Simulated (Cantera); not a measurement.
C3H6 + H2 + N2 (carbon deposition, reforming and gasification)

Feed: 1 mol C3H6, 16 mol H2, 1.1 mol N2.

Equilibrium computed with Cantera from the NASA thermochemical tables; the gas is ideal and each condensed phase is pure. Candidate condensed phases: C, C6H6, C7H8, C8H18; 92 gas species. The ideal-gas law is rough above about 30 bar. Kinetics and transport are ignored.

### Question
Map the stable condensed phases over T = 327, 402, 477, 552, 627, 702, 777, 852, 927, 1002, 1077, 1152 °C and P in Pa = 10, 56, 320, 1800, 10000, 56000, 320000, 1800000, 10000000.

### Answer
```
T in °C \ P in Pa
               10       56      320     1800    10000    56000   320000  1800000 10000000
   1152         A        A        A        A        A        A        A        A        B
   1077         A        A        A        A        A        A        A        A        B
   1002         A        A        A        A        A        A        A        A        B
    927         A        A        A        A        A        A        A        A        B
    852         A        A        A        A        A        A        A        B        B
    777         A        A        A        A        A        A        A        B        B
    702         A        A        A        A        A        A        B        B        B
    627         A        A        A        A        A        A        B        B        B
    552         A        A        A        A        A        B        B        B        B
    477         A        A        A        A        B        B        B        B        B
    402         A        A        A        A        B        B        B        B        B
    327         A        A        A        B        B        B        B        B        B
```
A: C; B: gas only.
